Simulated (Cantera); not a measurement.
A closed system holds: 1 mol Al(CH₃)₃, 0.34 mol H₂O, 1.6 mol N₂, at 1775 °C and 0.610 bar.

These are equilibrium values from Cantera (NASA tables, ideal gas, pure condensed phases), not measurements of a reactor. Candidate condensed phases: Al, AlN, Al₂O₃, C, C₆H₆, C₇H₈, C₈H₁₈, H₂O; 148 gas species. The feed counts by its element totals alone. Kinetics and transport are ignored.

Base state: H₂ 0.764, N₂ 0.172, CO 0.0540, HCN 0.00642, H 0.00251, C₂H₂ (acetylene) 0.000801, HNC 0.000398, Al 0.000253 (mole fractions); condensed: AlN(s) + C(graphite).

Q: What changes in the equilibrium state with this change: pressure from 0.610 bar to 56.0 mbar?

A: 
| species | before | after |
|---|---|---|
| H₂ | 0.764 | 0.748 |
| N₂ | 0.172 | 0.173 |
| CO | 0.0540 | 0.0531 |
| Al | 0.000253 | 0.00907 |
| H | 0.00251 | 0.00819 |
| CH₄ | 0.000133 | 1.17e-5 |
| AlH | 4.36e-5 | 0.000468 |
| Al₂O | 6.91e-6 | 7.32e-5 |
| C₂H₂ (acetylene) | 0.000801 | 0.000785 |
| AlN(s), mol | 0.998 | 0.938 |
| C(graphite), mol | 2.61 | 2.61 |

Q: What changes in the equilibrium state with this change: temperature from 1775 °C to 702 °C?

A: 
```json
[
 {"species": "H₂", "before": "0.764", "after": "0.748"},
 {"species": "N₂", "before": "0.172", "after": "0.209"},
 {"species": "CH₄", "before": "0.000133", "after": "0.0429"},
 {"species": "CO", "before": "0.0540", "after": "5.50e-7"},
 {"species": "Al", "before": "0.000253", "after": "<1e-9"},
 {"species": "H", "before": "0.00251", "after": "1.27e-9"},
 {"species": "C₂H₂ (acetylene)", "before": "0.000801", "after": "<1e-9"},
 {"species": "HNC", "before": "0.000398", "after": "1.67e-9"},
 {"species": "AlH", "before": "4.36e-5", "after": "<1e-9"},
 {"species": "AlN(s), mol", "before": "0.998", "after": "0.773"},
 {"species": "C(graphite), mol", "before": "2.61", "after": "2.75"},
 {"species": "Al₂O₃(s), mol", "before": "0", "after": "0.113"}
]
```

Q: What changes in the equilibrium state with this change: temperature from 1775 °C to 1627 °C?

A: 
| species | before | after |
|---|---|---|
| H₂ | 0.764 | 0.767 |
| N₂ | 0.172 | 0.173 |
| CO | 0.0540 | 0.0541 |
| HCN | 0.00642 | 0.00355 |
| Al | 0.000253 | 1.40e-5 |
| AlH | 4.36e-5 | 3.38e-6 |
| H | 0.00251 | 0.000890 |
| C₂H₂ (acetylene) | 0.000801 | 0.000293 |
| AlN(s), mol | 0.998 | 1.000 |
| C(graphite), mol | 2.61 | 2.63 |
